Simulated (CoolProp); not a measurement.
A single-stage vapour-compression cycle with the fluid: evaporating at 252.15 K (dew point), condensing at 313.15 K (bubble point), superheat 8 K, subcooling 0 K, compressor efficiency 0.85, no pressure losses. The same conditions are run with several fluids, on thermodynamics alone (safety and materials aside).

The numbers come from the reference Helmholtz-energy equation of state of each fluid (R11: Jacobsen 1992; c-C4F8 (RC318): Platzer 1990; C3F8 (R218): Lemmon 2006; R143a: Lemmon and Jacobsen 2000; hydrogen chloride: Thol 2018; trans-2-butene: Lemmon 2005) in CoolProp. The equations of Platzer and Polt are older, rougher fits.

**Question.** Rank R11, c-C4F8 (RC318), C3F8 (R218), R143a, hydrogen chloride, trans-2-butene by cooling COP, highest first.

**Answer.** R11 (2.90), trans-2-butene (2.78), R143a (2.31), c-C4F8 (RC318) (2.20), hydrogen chloride (2.03), C3F8 (R218) (1.68)

```json
[
 {"fluid": "R11", "pressure ratio": "11.7", "discharge temperature (K)": "351.8", "refrigerating effect (kJ/kg)": "148", "volumetric capacity (kJ/m³)": "142"},
 {"fluid": "c-C4F8 (RC318)", "pressure ratio": "9.46", "discharge temperature (K)": "313.2", "refrigerating effect (kJ/kg)": "62.0", "volumetric capacity (kJ/m³)": "306"},
 {"fluid": "C3F8 (R218)", "pressure ratio": "6.49", "discharge temperature (K)": "313.1", "refrigerating effect (kJ/kg)": "37.3", "volumetric capacity (kJ/m³)": "687"},
 {"fluid": "R143a", "pressure ratio": "6.03", "discharge temperature (K)": "336.5", "refrigerating effect (kJ/kg)": "119", "volumetric capacity (kJ/m³)": "1540"},
 {"fluid": "hydrogen chloride", "pressure ratio": "4.58", "discharge temperature (K)": "416.9", "refrigerating effect (kJ/kg)": "227", "volumetric capacity (kJ/m³)": "6460"},
 {"fluid": "trans-2-butene", "pressure ratio": "9.07", "discharge temperature (K)": "335.5", "refrigerating effect (kJ/kg)": "298", "volumetric capacity (kJ/m³)": "319"}
]
```

The compression ends wet for: c-C4F8 (RC318); C3F8 (R218).
